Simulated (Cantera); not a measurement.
Cantera with NASA thermochemical tables; ideal gases at 1 bar, condensed phases pure. Values are per mole of reaction as written; species without (g) are pure solids or liquids, kept so even where they would boil at 1 bar.

3 HCl(g) + Al ⇌ AlCl3(g) + 3 H(g)

```csv
T (K),ΔH° (kJ),ΔS° (J/K),ΔG° (kJ),log10 K
448,350.0,79.5,314.3,-36.65
458,[?],[?],[?],[?]
468,350.5,80.7,312.7,-34.91
478,350.8,81.2,311.9,-34.09
488,[?],[?],[?],[?]
498,351.3,82.3,310.3,-32.55
508,351.5,82.8,309.5,-31.82
518,351.8,83.3,308.6,-31.12
528,[?],[?],[?],[?]
538,352.3,84.3,307.0,-29.80
548,[?],[?],[?],[?]
```

Task: Complete the blanks.

Result: 
- 458, ΔH° (kJ): 350.2
- 458, ΔS° (J/K): 80.1
- 458, ΔG° (kJ): 313.5
- 458, log10 K: -35.76
- 488, ΔH° (kJ): 351.0
- 488, ΔS° (J/K): 81.7
- 488, ΔG° (kJ): 311.1
- 488, log10 K: -33.30
- 528, ΔH° (kJ): 352.0
- 528, ΔS° (J/K): 83.8
- 528, ΔG° (kJ): 307.8
- 528, log10 K: -30.45
- 548, ΔH° (kJ): 352.6
- 548, ΔS° (J/K): 84.7
- 548, ΔG° (kJ): 306.1
- 548, log10 K: -29.18
